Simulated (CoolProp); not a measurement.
CH3F (R41) along the isobar 21.3 bar: Z from the reference equation and from simpler models built on Tc = 317.3 K, pc = 59.06 bar, ω = 0.200; each cubic takes its own stable root.

Model: reference Helmholtz-energy equation of state, Lemmon 2006, in CoolProp. It is a short technical equation, of lower accuracy than the large ones.

```json
[
 {"T (K)": "252.5", "phase": "liquid", "reference": "0.04625"},
 {"T (K)": "277.1", "phase": "gas", "reference": "0.7224"},
 {"T (K)": "301.8", "phase": "gas", "reference": "0.8116"},
 {"T (K)": "326.4", "phase": "gas", "reference": "0.8617"},
 {"T (K)": "351.1", "phase": "gas", "reference": "0.8945"},
 {"T (K)": "375.7", "phase": "gas", "reference": "0.9174"},
 {"T (K)": "400.4", "phase": "gas", "reference": "0.9343"},
 {"T (K)": "425", "phase": "gas", "reference": "0.9471"}
]
```

Problem. How far does each simpler model (van der Waals, Soave-Redlich-Kwong, Peng-Robinson) lie from the reference over these 8 states: mean and median of the absolute difference, and the worst?

Solution. 
- van der Waals: mean 198.0 %, median 2.5 %, worst +1556.9 % at 252.5 K and 21.3 bar
- Soave-Redlich-Kwong: mean 5.7 %, median 1.8 %, worst +28.0 % at 252.5 K and 21.3 bar
- Peng-Robinson: mean 2.5 %, median 0.4 %, worst +12.9 % at 252.5 K and 21.3 bar

At some of these states van der Waals gives the other phase, because its saturation line lies elsewhere.
